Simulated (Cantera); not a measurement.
A perfectly stirred reactor is fed with H2 : O2 : N2 = 0.92 : 2.8 : 17 (molar parts), equivalence ratio 0.16, at 0.133 bar; it is held at 873 K, and followed from long to short residence time.

Cantera simulation using GRI-Mech 3.0 (53 species, 325 reactions); the numbers are that mechanism's predictions, not measurements. Radical loss at walls, strong at low pressure, is not modelled. Below about 950 K walls govern HO2 and H2O2 in real vessels. The temperature is held fixed by assumption; the heat of reaction is taken as removed at once.

Predict: x(H2) at τ = 3.30 s; x(O2) at τ = 3.30 s; x(H2O) at τ = 3.30 s; x(N2O) at τ = 3.30 s; x(H) at τ = 3.30 s; x(H2) at τ = 28.0 ms; x(O2) at τ = 28.0 ms; x(H2O) at τ = 28.0 ms; x(N2O) at τ = 28.0 ms; x(H) at τ = 28.0 ms.


| Quantity | Value |
|---|---|
| x(H2) at τ = 3.30 s | 0.00119 |
| x(O2) at τ = 3.30 s | 0.116 |
| x(H2O) at τ = 3.30 s | 0.0442 |
| x(N2O) at τ = 3.30 s | 2.43e-8 |
| x(H) at τ = 3.30 s | 2.04e-6 |
| x(H2) at τ = 28.0 ms | 0.00852 |
| x(O2) at τ = 28.0 ms | 0.119 |
| x(H2O) at τ = 28.0 ms | 0.0365 |
| x(N2O) at τ = 28.0 ms | 3.78e-9 |
| x(H) at τ = 28.0 ms | 0.000202 |
